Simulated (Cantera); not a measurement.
Charge: 1 mol PbO, 2.8 mol CO, 0.25 mol H2, 7 mol C, equilibrated at 1.00 bar.

These are equilibrium values from Cantera (NASA tables, ideal gas, pure condensed phases), not measurements of a reactor. Candidate condensed phases: C, C6H6, C7H8, C8H18, H2O, Pb, PbO, PbO2, Pb3O4; 113 gas species. Rates play no part.

Question: At 1175 K, list the 4 most abundant gas species with their mole fractions, and the condensed phases.

Answer: CO 0.914, H2 0.0611, CO2 0.0226, H2O 0.00194. Condensed: C(graphite) + Pb(l).
